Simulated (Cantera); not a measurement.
A perfectly stirred reactor is fed with CH4 : H2 : O2 = 0.026 : 1 : 0.0072 (molar parts), at 17000 Pa; it is held at 1925 K, and followed from long to short residence time.

Computed with Cantera and GRI-Mech 3.0 (53 species, 325 reactions). GRI-Mech 3.0 stops at C3 and has no aromatics, soot or wall deposition, so with more carbon than oxygen in the feed, carbon stays in small species such as C2H2 where larger ones or solid carbon would form.

**Question.** What does this change do: temperature 1925 to 2900 K?

**Answer.** 
```
quantity                 before    after
---------------------  --------  -------
x(CH4) at τ = 1.50 s    0.00227  3.19e-6
x(H2) at τ = 1.50 s       0.974    0.742
x(O2) at τ = 1.50 s     9.46e-7  3.52e-9
x(HCO) at τ = 1.50 s    1.43e-9  4.16e-8
x(CH2) at τ = 1.50 s    3.11e-7  9.78e-6
x(CH4) at τ = 7.80 ms    0.0154  4.63e-5
x(H2) at τ = 7.80 ms      0.963    0.809
x(O2) at τ = 7.80 ms   0.000155  9.71e-7
x(HCO) at τ = 7.80 ms   9.40e-9  6.20e-8
x(CH2) at τ = 7.80 ms   2.57e-6  5.95e-5
```
